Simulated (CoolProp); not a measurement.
Sulfur dioxide along the isobar 10200 kPa: Z from the reference equation and from simpler models built on Tc = 157.5 °C, pc = 7887 kPa, ω = 0.256; each cubic takes its own stable root.

Model: reference Helmholtz-energy equation of state, Gao 2016, in CoolProp.

| T (°C) | phase | reference | van der Waals | Redlich-Kwong | Soave-Redlich-Kwong | Peng-Robinson |
|---|---|---|---|---|---|---|
| -1.45 | liquid | … | 0.3297 | 0.2278 | 0.2213 | … |
| 12.45 | liquid | 0.1938 | 0.3200 | 0.2223 | 0.2155 | 0.1910 |
| 26.35 | liquid | 0.1897 | 0.3118 | 0.2180 | 0.2109 | … |
| 40.25 | liquid | 0.1863 | 0.3049 | 0.2147 | 0.2074 | 0.1836 |
| 54.15 | liquid | 0.1837 | 0.2994 | 0.2126 | 0.2050 | 0.1814 |
| 68.05 | liquid | 0.1820 | 0.2951 | 0.2117 | 0.2038 | 0.1803 |
| 81.95 | liquid | 0.1811 | 0.2923 | 0.2120 | 0.2040 | 0.1805 |
| 95.85 | liquid | 0.1814 | 0.2909 | 0.2138 | 0.2058 | 0.1822 |
| 109.75 | liquid | 0.1830 | 0.2913 | 0.2176 | 0.2098 | 0.1859 |
| 123.65 | liquid | 0.1866 | 0.2940 | 0.2241 | 0.2168 | 0.1925 |

Fill in the missing entries.


- -1.45, reference: 0.1988
- -1.45, Peng-Robinson: 0.1963
- 26.35, Peng-Robinson: 0.1868
